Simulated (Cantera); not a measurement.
A freely propagating, adiabatic, planar premixed flame of 8.98 % CH₄, 1.89 % CO, 13.5 % O₂, 64.9 % N₂, 10.8 % H₂O, unburnt at 625 K and 100.0 Torr; mixture-averaged transport, grid criteria slope 0.08 and curve 0.16, no radiation.

Model: GRI-Mech 3.0 (53 species, 325 reactions), integrated in Cantera. Burning velocities carry a grid error of a few per cent, more on coarse grids.

Question: Predict: laminar burning velocity; thermal thickness; peak x(C₂H); peak x(CH₂).

Answer: 
| Quantity | Result |
|---|---|
| laminar burning velocity | 74.0 cm/s |
| thermal thickness | 3.69 mm |
| peak x(C₂H) | 3.71e-7 |
| peak x(CH₂) | 4.14e-5 |
